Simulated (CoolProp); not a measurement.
Model: reference Helmholtz-energy equation of state, Lemmon 2005, in CoolProp. It is a short technical equation, of lower accuracy than the large ones.

Q: For isobutene, give the phase and the cp (kJ/(kg K)), cv (kJ/(kg K)) at 143.55 °C and 2.56 bar; 147.85 °C and 2.56 bar; 182.95 °C and 2.56 bar.

A: 
- 143.55 °C and 2.56 bar: gas; cp 2.07, cv 1.90
- 147.85 °C and 2.56 bar: gas; cp 2.08, cv 1.92
- 182.95 °C and 2.56 bar: gas; cp 2.20, cv 2.04
